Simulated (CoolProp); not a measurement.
Model: reference Helmholtz-energy equation of state, Thol 2017, in CoolProp.

For decamethyltetrasiloxane (MD2M), give the phase and the cp (kJ/(kg K)), Joule-Thomson coefficient (K/MPa), fugacity coefficient at 540.7 K and 0.62 MPa.


- 540.7 K and 0.62 MPa: liquid; cp 2.30, Joule-Thomson coefficient 0.651, fugacity coefficient 0.603
